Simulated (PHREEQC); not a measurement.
Make-up at 25 °C: 0.76 mol/kgw CaCl2 and 0.45 mol/kgw Na2SO4. Closed to the air; pH follows from the charge balance.

The numbers come from PHREEQC with the ion-association model, wateq4f.dat.

No solid was allowed to form.

### Question
Estimate the ionic strength, activity of water.

### Answer
ionic strength 2.50 mol/kgw; activity of water 0.944.

### Question
In which forms is S present?

### Answer
CaSO4 55 %, SO4-2 29 %, NaSO4- 16 % of the S.

Examples of supersaturated solids here: Gypsum. Others may be too. Caution: at this ionic strength the ion-association model is outside its range; a Pitzer model would be the better tool where its parameters exist.
